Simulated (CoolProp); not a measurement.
The fluid at 507.44 K and 6.57 MPa is throttled through a valve to 2.26 MPa with no heat exchange. The same conditions are run with several fluids, on thermodynamics alone (safety and materials aside).

The numbers come from the reference Helmholtz-energy equation of state of each fluid (n-octane: Beckmüller 2019; dimethyl carbonate: Zhou 2011; tetradecamethylhexasiloxane (MD4M): Thol 2019; hexamethyldisiloxane (MM): Thol 2016; octamethyltrisiloxane (MDM): Thol 2017) in CoolProp.

Question: Rank n-octane, dimethyl carbonate, tetradecamethylhexasiloxane (MD4M), hexamethyldisiloxane (MM), octamethyltrisiloxane (MDM) by temperature change (K), highest first.

Answer: tetradecamethylhexasiloxane (MD4M) (+0.8), octamethyltrisiloxane (MDM) (-0.5), n-octane (-0.8), dimethyl carbonate (-3.1), hexamethyldisiloxane (MM) (-3.2)

```
fluid                                                    final phase  final density (kg/m³)
----------------------------------  --------------------------------  ---------------------
n-octane                                                      liquid                    494
dimethyl carbonate                  two-phase, vapour fraction 0.015                    634
tetradecamethylhexasiloxane (MD4M)                            liquid                    683
hexamethyldisiloxane (MM)                                     liquid                    470
octamethyltrisiloxane (MDM)                                   liquid                    575
```
